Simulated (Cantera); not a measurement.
What does this Cantera script print?

```python
import numpy as np
import cantera as ct

gas_names = """
    Fe FeO Fe(OH)2 H HO2 H2 H2O H2O2 H2S H2SO4 O OH O2 O3 S SH SO SO2 SO3 S2 S2O S8
""".split()
cond_names = """
    Fe(a) Fe(c) Fe(d) Fe(L) FeO(s) FeO(L) Fe(OH)2(s) Fe(OH)3(s) FeS(a) FeS(b) FeS(c) FeS(L) FeSO4(s)
    FeS2(s) Fe2O3(s) Fe2S3O12(s) Fe3O4(s) H2O(s) H2O(L) H2SO4(L) S(cr1) S(cr2) S(L)
""".split()


# ... load() reads the species with a 1 bar reference pressure and builds the phases ...
atoms = {
    'FeS': {'Fe': 1, 'S': 1},
    'H2': {'H': 2},
    'H2O': {'H': 2, 'O': 1},
}
top_T = {'FeSO4(s)': 950, 'FeS2(s)': 1010, 'Fe2O3(s)': 1830, 'Fe2S3O12(s)': 1100, 'Fe3O4(s)': 1870}  # K; cautious upper limits of use, not melting points


# ... equilibrate(T, P, feed) seeds the gas with the atoms and calls Mixture.equilibrate('TP', solver="vcs", rtol=1e-11, max_steps=5000) ...
results = []
feed = {'FeS': 1, 'H2': 550, 'H2O': 0.11}  # mol
P = 10000  # Pa
for T in [1073, 1173, 1273, 1373, 1473, 1573, 1673, 1773, 1873, 1973, 2073, 2173]:
    mix = equilibrate(T, P, feed)
    results.append((T, P, feed, dict(zip(mix.species_names, mix.species_moles))))

top = {s: max(r[3][s] / sum(r[3][g] for g in gas_names) for r in results) for s in gas_names}
cols = sorted((s for s in top if top[s] > 1e-06), key=lambda s: -top[s])[:8]
seen = [c for c in cond_names if any(r[3].get(c, 0) > 1e-12 for r in results)]
print("log10 of partial pressures in bar; condensed amounts in mol")
print(f"{'T/K':>10s}" + "".join(f"{s[:9]:>10s}" for s in cols + seen))
for T, P, feed, n in results:
    ng = sum(n[g] for g in gas_names)
    print(f"{T:10.4g}" + "".join(f"{np.log10(max(n[s] / ng * P / 1e5, 1e-99)):10.3f}" for s in cols)
          + "".join(f"{n.get(c, 0):10.4g}" for c in seen))
```

It prints:

```
log10 of partial pressures in bar; condensed amounts in mol
       T/K        H2         H       H2S        Fe        SH       H2O         S        S2     Fe(a)     Fe(c)     Fe(d)     Fe(L)
      1073    -1.001    -8.354    -3.740   -12.382    -7.875    -4.699   -11.945    -9.106         1         0         0         0
      1173    -1.001    -7.429    -3.741   -10.707    -7.191    -4.699   -10.673    -8.357         1         0         0         0
      1273    -1.001    -6.647    -3.741    -9.303    -6.615    -4.699    -9.600    -7.726         0         1         0         0
      1373    -1.001    -5.978    -3.743    -8.108    -6.124    -4.699    -8.683    -7.188         0         1         0         0
      1473    -1.001    -5.398    -3.746    -7.078    -5.702    -4.699    -7.892    -6.727         0    0.9995         0         0
      1573    -1.001    -4.891    -3.754    -6.182    -5.338    -4.699    -7.206    -6.334         0    0.9964         0         0
      1673    -1.001    -4.444    -3.769    -5.397    -5.026    -4.699    -6.610    -6.004         0         0    0.9779         0
      1773    -1.001    -4.047    -3.796    -4.704    -4.763    -4.699    -6.094    -5.738         0         0    0.8911         0
      1873    -1.002    -3.691    -3.839    -4.102    -4.546    -4.700    -5.651    -5.537         0         0         0    0.5642
      1973    -1.004    -3.372    -3.901    -3.742    -4.375    -4.701    -5.276    -5.402         0         0         0         0
      2073    -1.005    -3.083    -3.984    -3.743    -4.247    -4.703    -4.964    -5.333         0         0         0         0
      2173    -1.008    -2.821    -4.088    -3.745    -4.159    -4.705    -4.707    -5.326         0         0         0         0
```

These are equilibrium values from Cantera (NASA tables, ideal gas, pure condensed phases), not measurements of a reactor.
